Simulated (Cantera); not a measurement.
Input: 1 mol Si₂Cl₆, 0.2 mol NH₃, 3 mol N₂, held at 1175 K and 0.0350 bar.

Method: chemical equilibrium by Gibbs-energy minimisation in Cantera with the NASA 1993 tables (ideal gas, pure condensed phases). Candidate condensed phases: NH₄Cl, Si, Si₃N₄; 28 gas species. The feed counts by its element totals alone. The tables' values for SiCl₃ are old estimates; treat these amounts as uncertain. Equilibrium is a limit: real reactors are often held back by kinetics, nucleation or transport.

Base state: N₂ 0.580, SiCl₄ 0.293, HCl 0.116, H₂ 0.00693, SiCl₃ 0.00312, SiHCl₃ 0.000414, SiCl₂ 0.000325 (mole fractions); condensed: Si₃N₄(s).

Question: What changes in the equilibrium state with this change: temperature from 1175 K to 848 K?

Answer: 
```json
[
 {"species": "N₂", "before": "0.580", "after": "0.583"},
 {"species": "SiCl₄", "before": "0.293", "after": "0.299"},
 {"species": "HCl", "before": "0.116", "after": "0.107"},
 {"species": "H₂", "before": "0.00693", "after": "0.0114"},
 {"species": "SiCl₂", "before": "0.000325", "after": "4.80e-9"},
 {"species": "SiCl₃", "before": "0.00312", "after": "4.45e-6"},
 {"species": "SiHCl₃", "before": "0.000414", "after": "5.16e-5"},
 {"species": "Si₃N₄(s), mol", "before": "0.210", "after": "0.208"}
]
```
